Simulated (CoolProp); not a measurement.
Model: reference Helmholtz-energy equation of state, Rui 2013, in CoolProp.

**Question.** Give the vapour pressure (bar), liquid density (kg/m³), vapour Z of saturated R236EA at 1.15, 44.65 °C.

**Answer.** 
| T (°C) | p (bar) | liquid density (kg/m³) | vapour Z |
|---|---|---|---|
| 1.15 | 0.822 | 1500 | 0.962 |
| 44.65 | 3.89 | 1360 | 0.887 |
